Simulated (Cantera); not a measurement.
Input: 1 mol Fe2O3, 220 mol H2, 0.28 mol H2O, held at 1723 K and 1 atm.

Cantera equilibrium calculation (NASA polynomials, part measured and part estimated; ideal gas, pure solids and liquids). Candidate condensed phases: Fe, FeO, Fe(OH)2, Fe(OH)3, Fe2O3, Fe3O4, H2O; 12 gas species. Kinetics and transport are ignored.

Base state: H2 0.985, H2O 0.0149, H 0.000180 (mole fractions); condensed: Fe(δ).

Q: What changes in the equilibrium state with this change: temperature from 1723 K to 2123.15 K?

A: 
```
species       before    after
----------  --------  -------
H2             0.985    0.980
H2O           0.0149   0.0148
H           0.000180  0.00353
Fe           9.01e-6  0.00132
Fe(δ), mol      2.00        0
Fe(l), mol         0     1.71
```
